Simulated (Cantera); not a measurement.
An adiabatic, constant-volume homogeneous reactor starts with CO : H2 : O2 : N2 : CO2 = 1 : 0.71 : 0.534 : 2.01 : 0.19 (molar parts), at 1100 K and 10.0 bar.

Model: GRI-Mech 3.0 (53 species, 325 reactions), integrated in Cantera. The hydrogen kinetics of GRI-Mech 3.0 are dated; newer H2 mechanisms differ, most at raised pressure.

x: mole fraction; the columns are a selection and need not sum to one.

```tsv
t (s)	T (K)	P (bar)	x CO	x H2	x O2	x NO	x H2O2
5.00e-6	1100	10.0	0.225	0.160	0.120	<1e-12	4.67e-10
1.25e-5	1100	10.0	0.225	0.160	0.120	<1e-12	___
3.13e-5	1100	10.0	0.225	0.160	0.120	<1e-12	___
7.83e-5	1100	10.0	0.225	0.160	0.120	<1e-12	___
0.000196	1113	10.1	0.225	0.159	0.119	<1e-12	___
0.000490	2963	24.0	0.155	0.0218	0.00314	0.00433	6.77e-7
0.00122	2963	24.0	0.155	0.0218	0.00312	0.00446	6.74e-7
0.00306	2963	24.0	0.155	0.0218	0.00312	0.00446	6.74e-7
0.00766	2963	24.0	0.155	0.0218	0.00312	0.00446	6.74e-7
0.0192	2963	24.0	0.155	0.0218	0.00312	0.00446	6.74e-7
0.0479	2963	24.0	0.155	0.0218	0.00312	0.00446	6.74e-7
0.120	2963	24.0	0.155	0.0218	0.00312	0.00446	6.74e-7
0.300	2963	24.0	0.155	0.0218	0.00312	0.00446	6.74e-7
```

### Question
Complete the blanks.

### Answer

- 1.25e-5, x H2O2: 3.48e-9
- 3.13e-5, x H2O2: 2.93e-8
- 7.83e-5, x H2O2: 4.79e-7
- 0.000196, x H2O2: 7.86e-5
